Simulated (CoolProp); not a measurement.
Vapour-liquid equilibrium of propane (1) + R134a (2) at -15.25 °C; x and y are mole fractions of (1).

Computed with CoolProp (multi-fluid Helmholtz-energy mixture model, Lemmon 2009 and Tillner-Roth 1994; pair parameters Bell 2016).

```json
[
 {"x": "0.05", "bubble pressure, mixture model (MPa)": "0.2249", "bubble pressure, Raoult's law (MPa)": "0.1686", "y, mixture model": "0.297", "y, Raoult's law": "0.086"},
 {"x": "0.15", "bubble pressure, mixture model (MPa)": "0.2987", "bubble pressure, Raoult's law (MPa)": "0.1813", "y, mixture model": "0.499", "y, Raoult's law": "0.239"},
 {"x": "0.25", "bubble pressure, mixture model (MPa)": "0.3325", "bubble pressure, Raoult's law (MPa)": "0.1940", "y, mixture model": "0.570", "y, Raoult's law": "0.373"},
 {"x": "0.35", "bubble pressure, mixture model (MPa)": "0.3473", "bubble pressure, Raoult's law (MPa)": "0.2067", "y, mixture model": "0.603", "y, Raoult's law": "0.490"},
 {"x": "0.45", "bubble pressure, mixture model (MPa)": "0.3539", "bubble pressure, Raoult's law (MPa)": "0.2193", "y, mixture model": "0.622", "y, Raoult's law": "0.593"},
 {"x": "0.55", "bubble pressure, mixture model (MPa)": "0.3573", "bubble pressure, Raoult's law (MPa)": "0.2320", "y, mixture model": "0.637", "y, Raoult's law": "0.685"},
 {"x": "0.65", "bubble pressure, mixture model (MPa)": "0.3587", "bubble pressure, Raoult's law (MPa)": "0.2447", "y, mixture model": "0.657", "y, Raoult's law": "0.768"},
 {"x": "0.75", "bubble pressure, mixture model (MPa)": "0.3568", "bubble pressure, Raoult's law (MPa)": "0.2574", "y, mixture model": "0.688", "y, Raoult's law": "0.842"},
 {"x": "0.85", "bubble pressure, mixture model (MPa)": "0.3467", "bubble pressure, Raoult's law (MPa)": "0.2701", "y, mixture model": "0.749", "y, Raoult's law": "0.910"},
 {"x": "0.95", "bubble pressure, mixture model (MPa)": "0.3173", "bubble pressure, Raoult's law (MPa)": "0.2828", "y, mixture model": "0.877", "y, Raoult's law": "0.971"}
]
```

The largest gap from Raoult's law is +71.4 % in bubble pressure, at x = 0.25. y crosses x between x = 0.65 and 0.75: the model has an azeotrope there.

Pair parameters are fitted to limited data, so mixtures are less certain than the pure fluids. With so large a gap from Raoult's law the liquid may split in two, which this calculation doesn't test in full.
